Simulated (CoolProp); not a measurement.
Model: reference Helmholtz-energy equation of state, Gao 2016, in CoolProp.

Problem. Give the vapour pressure (MPa), liquid density (kg/m³), vapour density (kg/m³), surface tension (mN/m) of saturated sulfur dioxide at 68.55, 86.75 °C.

Solution. 
```
T (°C)  p (MPa)  liquid density (kg/m³)  vapour density (kg/m³)  surface tension (mN/m)
------  -------  ----------------------  ----------------------  ----------------------
68.55      1.37                    1230                    36.7                    13.3
86.75      2.10                    1170                    56.9                    9.93
```

Surface tension comes from a separate correlation (Mulero 2012).
